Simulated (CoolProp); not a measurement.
A simple Rankine cycle with R113: condensing at 289.15 K, boiler at 1.34 MPa, turbine inlet 499 K, turbine efficiency 0.9, pump efficiency 0.8, no recuperator. Each further row changes one setting.

Values from CoolProp's reference Helmholtz-energy equation of state, Marx 1992.

```json
[
 {"case": "as stated", "thermal efficiency (%)": "21.1", "net work (kJ/kg)": "62.8", "heat in (kJ/kg)": "297", "turbine exit temperature (K)": "404.1", "volume ratio over the turbine": "40.2"},
 {"case": "condensing temperature 281.15 K", "thermal efficiency (%)": "22.4", "net work (kJ/kg)": "68.2", "heat in (kJ/kg)": "304", "turbine exit temperature (K)": "396.7", "volume ratio over the turbine": "56.0"},
 {"case": "boiler pressure 0.938 MPa", "thermal efficiency (%)": "19.5", "net work (kJ/kg)": "58.6", "heat in (kJ/kg)": "301", "turbine exit temperature (K)": "414.5", "volume ratio over the turbine": "27.5"},
 {"case": "turbine efficiency 0.8", "thermal efficiency (%)": "18.7", "net work (kJ/kg)": "55.7", "heat in (kJ/kg)": "297", "turbine exit temperature (K)": "413.6", "volume ratio over the turbine": "41.1"}
]
```
